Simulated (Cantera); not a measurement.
A closed system holds: 1 mol SiH4, 0.17 mol NH3, equilibrated at 59.0 Pa.

Equilibrium computed with Cantera from the NASA thermochemical tables; the gas is ideal and each condensed phase is pure. Candidate condensed phases: Si, Si3N4; 18 gas species. Mutual solubility and eutectic melting of coexisting phases are not modelled. Kinetics and transport are ignored.

x: gas mole fraction; n: condensed amount in mol.

```csv
T (K),x H2,x N2,x H,x Si,x SiH,x SiH2,n Si(s),n Si3N4(s)
948,1.00,2.36e-9,2.16e-8,<1e-12,<1e-12,___,0.873,0.0425
1048,1.000,2.16e-7,3.18e-7,3.54e-12,3.92e-12,___,0.873,0.0425
1148,1.000,8.94e-6,2.95e-6,3.09e-10,1.60e-10,___,0.873,0.0425
1248,1.000,0.000202,1.92e-5,1.31e-8,3.56e-9,___,0.873,0.0423
1348,0.997,0.00286,9.51e-5,3.19e-7,4.98e-8,___,0.882,0.0393
1448,0.972,0.0278,0.000374,4.96e-6,4.76e-7,___,0.969,0.0102
1548,0.962,0.0363,0.00124,5.39e-5,3.40e-6,___,1.000,0
```

Problem. Some entries are withheld; supply them.

Solution. 
- 948, x SiH2: 1.90e-11
- 1048, x SiH2: 3.55e-10
- 1148, x SiH2: 3.97e-9
- 1248, x SiH2: 3.01e-8
- 1348, x SiH2: 1.69e-7
- 1448, x SiH2: 7.27e-7
- 1548, x SiH2: 2.62e-6
